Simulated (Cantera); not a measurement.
Counterflow diffusion flame

A counterflow diffusion flame at 1.50 bar, nozzles 20 mm apart: fuel side CH₄ = 1 (molar parts) at 400 K, oxidiser side O₂ : N₂ = 0.18 : 0.82 (molar parts) at 475 K, fuel mass flux 0.72 times the oxidiser's; mixture-averaged transport, no radiation.

Detailed kinetics in Cantera: GRI-Mech 3.0 (53 species, 325 reactions). GRI-Mech 3.0 has no aromatics or soot, which form on the fuel side of real flames. The maximum strain rate includes the flame's own expansion and is several times the mean.

```json
[
 {"oxidiser flux (kg/m²/s)": "0.38", "max strain (1/s)": "159", "mean strain (1/s)": "36.3", "T max (K)": "2011", "peak x OH": "0.00504", "peak x H": "0.00238", "peak x NO": "0.000179", "peak x CO": "0.0364", "peak x C₂H₂": "0.00930"},
 {"oxidiser flux (kg/m²/s)": "0.49", "max strain (1/s)": "202", "mean strain (1/s)": "46.8", "T max (K)": "2002", "peak x OH": "0.00505", "peak x H": "0.00247", "peak x NO": "0.000167", "peak x CO": "0.0363", "peak x C₂H₂": "0.00860"},
 {"oxidiser flux (kg/m²/s)": "0.64", "max strain (1/s)": "260", "mean strain (1/s)": "61.2", "T max (K)": "1992", "peak x OH": "0.00505", "peak x H": "0.00257", "peak x NO": "0.000153", "peak x CO": "0.0364", "peak x C₂H₂": "0.00793"},
 {"oxidiser flux (kg/m²/s)": "0.84", "max strain (1/s)": "333", "mean strain (1/s)": "80.3", "T max (K)": "1980", "peak x OH": "0.00501", "peak x H": "0.00264", "peak x NO": "0.000136", "peak x CO": "0.0365", "peak x C₂H₂": "0.00724"},
 {"oxidiser flux (kg/m²/s)": "1.1", "max strain (1/s)": "422", "mean strain (1/s)": "105", "T max (K)": "1965", "peak x OH": "0.00492", "peak x H": "0.00269", "peak x NO": "0.000117", "peak x CO": "0.0366", "peak x C₂H₂": "0.00653"},
 {"oxidiser flux (kg/m²/s)": "1.4", "max strain (1/s)": "526", "mean strain (1/s)": "134", "T max (K)": "1952", "peak x OH": "0.00481", "peak x H": "0.00273", "peak x NO": "0.000100", "peak x CO": "0.0369", "peak x C₂H₂": "0.00594"},
 {"oxidiser flux (kg/m²/s)": "1.9", "max strain (1/s)": "693", "mean strain (1/s)": "182", "T max (K)": "1928", "peak x OH": "0.00457", "peak x H": "0.00271", "peak x NO": "7.59e-5", "peak x CO": "0.0373", "peak x C₂H₂": "0.00504"},
 {"oxidiser flux (kg/m²/s)": "2.5", "max strain (1/s)": "896", "mean strain (1/s)": "239", "T max (K)": "1901", "peak x OH": "0.00424", "peak x H": "0.00262", "peak x NO": "5.39e-5", "peak x CO": "0.0378", "peak x C₂H₂": "0.00417"},
 {"oxidiser flux (kg/m²/s)": "3.3", "max strain (1/s)": "1160", "mean strain (1/s)": "315", "T max (K)": "1856", "peak x OH": "0.00366", "peak x H": "0.00234", "peak x NO": "3.03e-5", "peak x CO": "0.0383", "peak x C₂H₂": "0.00297"}
]
```
x: mole fraction; the columns are a selection and need not sum to one.
